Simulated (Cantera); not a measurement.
Feed: 1 mol CH4, 15 mol H2, at 2423 K and 57000 Torr.

Cantera equilibrium calculation (NASA polynomials, part measured and part estimated; ideal gas, pure solids and liquids). Candidate condensed phases: C, C6H6, C7H8, C8H18; 76 gas species. The ideal-gas law is rough above about 30 bar. Equilibrium is a limit: real reactors are often held back by kinetics, nucleation or transport.

Base state: H2 0.977, CH4 0.0124, C2H2 (acetylene) 0.00756, H 0.00201, C2H4 0.000541, CH3 0.000466, C4H2 2.41e-5, C3H4 (propyne) 2.20e-5 (mole fractions); condensed: C(graphite).

### Question
What changes in the equilibrium state with this change: temperature from 2423 K to 1623.15 K?

### Answer
```json
[
 {"species": "H2", "before": "0.977", "after": "0.938"},
 {"species": "CH4", "before": "0.0124", "after": "0.0622"},
 {"species": "C2H4", "before": "0.000541", "after": "8.41e-5"},
 {"species": "C2H2 (acetylene)", "before": "0.00756", "after": "1.29e-5"},
 {"species": "C4H2", "before": "2.41e-5", "after": "<1e-9"},
 {"species": "C3H3 (propargyl)", "before": "1.04e-5", "after": "<1e-9"},
 {"species": "C2H3 (vinyl)", "before": "1.08e-5", "after": "3.80e-9"},
 {"species": "C3H4 (propyne)", "before": "2.20e-5", "after": "8.13e-8"},
 {"species": "H", "before": "0.00201", "after": "7.69e-6"},
 {"species": "C(graphite), mol", "before": "0.507", "after": "0"}
]
```

### Question
What changes in the equilibrium state with this change: temperature from 2423 K to 2148.15 K?

### Answer
| species | before | after |
|---|---|---|
| H2 | 0.977 | 0.976 |
| CH4 | 0.0124 | 0.0213 |
| C2H2 (acetylene) | 0.00756 | 0.00187 |
| H | 0.00201 | 0.000473 |
| C4H2 | 2.41e-5 | 1.46e-6 |
| C3H3 (propargyl) | 1.04e-5 | 1.26e-6 |
| C2H3 (vinyl) | 1.08e-5 | 1.78e-6 |
| C3H4 (propyne) | 2.20e-5 | 7.55e-6 |
| CH3 | 0.000466 | 0.000200 |
| C(graphite), mol | 0.507 | 0.564 |

### Question
What changes in the equilibrium state with this change: temperature from 2423 K to 2275 K?

### Answer
```csv
species,before,after
H2,0.977,0.978
CH4,0.0124,0.0164
C2H2 (acetylene),0.00756,0.00373
C4H2,2.41e-5,5.80e-6
C3H3 (propargyl),1.04e-5,3.56e-6
C2H3 (vinyl),1.08e-5,4.34e-6
H,0.00201,0.000963
C3H4 (propyne),2.20e-5,1.28e-5
"C(graphite), mol",0.507,0.578
```
